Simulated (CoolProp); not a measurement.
A closed Brayton cycle with carbon dioxide: compressor inlet 320.15 K and 9.8 MPa, high pressure 32.3 MPa, turbine inlet 835 K, compressor efficiency 0.85, turbine efficiency 0.93, recuperator effectiveness 0 (on enthalpy, no pinch check). Each further row changes one setting.

Computed with CoolProp (reference Helmholtz-energy equation of state, Span 1996).

```csv
case,thermal efficiency (%),net work (kJ/kg),compressor to turbine work,compressor exit (K),turbine exit (K)
as stated,18.2,113,0.30,389.7,687.0
turbine inlet 785 K,18.2,102,0.32,389.7,642.3
compressor inlet 330.15 K,17.8,100,0.38,422.5,687.0
high pressure 27.5 MPa,16.1,102,0.28,379.8,706.3
recuperator effectiveness 0.5,25.4,113,0.30,389.7,687.0
```
